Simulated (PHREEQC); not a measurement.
A PHREEQC input (ion-association model, phreeqc.dat):

```
SOLUTION 1
  temp 25
  units mg/L
  pH 5.87 charge
  pe 12.3
  Na 0.012
  K 0.00398
  Ca 0.047
  Mg 0.00531
  Cl 0.0169
  S(6) 0.0664 as SO4
  Alkalinity 0.098 as HCO3
  Pb 0.000766
END
USE solution 1
EQUILIBRIUM_PHASES 1
  Quartz 0 0.5
  CO2(g) -2 10
END
```

It stops with these messages:

```
ERROR: pH adustment cannot attain charge balance when alkalinity is fixed.
ERROR: Program terminating due to input errors.
```

The fault: pH asked from the charge balance while alkalinity is fixed. The line should read `pH 5.87` where the input has `pH 5.87 charge`. With the mend the run ends at pH 4.94 and ionic strength 1.71e-5 mol/kgw.
